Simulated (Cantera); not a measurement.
Input: 1 mol PbO, 2.1 mol CO, a varied amount of H2, at 1173 K and 75.0 Pa.

Method: chemical equilibrium by Gibbs-energy minimisation in Cantera with the NASA 1993 tables (ideal gas, pure condensed phases). Candidate condensed phases: C, C6H6, C7H8, C8H18, H2O, Pb, PbO, PbO2, Pb3O4; 113 gas species. The numbers say what is thermodynamically allowed, not how fast it happens.

log p: log10 of the partial pressure in bar; nothing condenses.

```json
[
 {"n(H2) (mol)": "3", "log p H2": "-3.54", "log p CO": "-3.67", "log p Pb": "-3.91", "log p H2O": "-4.11", "log p CO2": "-4.35"},
 {"n(H2) (mol)": "3.9", "log p H2": "-3.46", "log p CO": "-3.72", "log p Pb": "-3.97", "log p H2O": "-4.13", "log p CO2": "-4.49"},
 {"n(H2) (mol)": "5", "log p H2": "-3.40", "log p CO": "-3.77", "log p Pb": "-4.03", "log p H2O": "-4.16", "log p CO2": "-4.63"},
 {"n(H2) (mol)": "6.4", "log p H2": "-3.35", "log p CO": "-3.83", "log p Pb": "-4.10", "log p H2O": "-4.20", "log p CO2": "-4.78"},
 {"n(H2) (mol)": "8.3", "log p H2": "-3.31", "log p CO": "-3.90", "log p Pb": "-4.18", "log p H2O": "-4.26", "log p CO2": "-4.95"},
 {"n(H2) (mol)": "11", "log p H2": "-3.27", "log p CO": "-3.98", "log p Pb": "-4.27", "log p H2O": "-4.34", "log p CO2": "-5.15"},
 {"n(H2) (mol)": "14", "log p H2": "-3.24", "log p CO": "___", "log p Pb": "___", "log p H2O": "___", "log p CO2": "___"},
 {"n(H2) (mol)": "18", "log p H2": "-3.22", "log p CO": "-4.14", "log p Pb": "-4.45", "log p H2O": "-4.49", "log p CO2": "-5.52"},
 {"n(H2) (mol)": "23", "log p H2": "-3.20", "log p CO": "-4.23", "log p Pb": "-4.54", "log p H2O": "-4.57", "log p CO2": "-5.71"},
 {"n(H2) (mol)": "29", "log p H2": "-3.18", "log p CO": "-4.32", "log p Pb": "-4.63", "log p H2O": "-4.66", "log p CO2": "-5.90"},
 {"n(H2) (mol)": "37", "log p H2": "-3.17", "log p CO": "___", "log p Pb": "___", "log p H2O": "___", "log p CO2": "___"},
 {"n(H2) (mol)": "48", "log p H2": "-3.16", "log p CO": "-4.52", "log p Pb": "-4.83", "log p H2O": "-4.85", "log p CO2": "-6.31"}
]
```

Question: Fill in the missing entries.

Answer: 
- 14, log p CO: -4.06
- 14, log p Pb: -4.36
- 14, log p H2O: -4.41
- 14, log p CO2: -5.33
- 37, log p CO: -4.41
- 37, log p Pb: -4.73
- 37, log p H2O: -4.75
- 37, log p CO2: -6.10
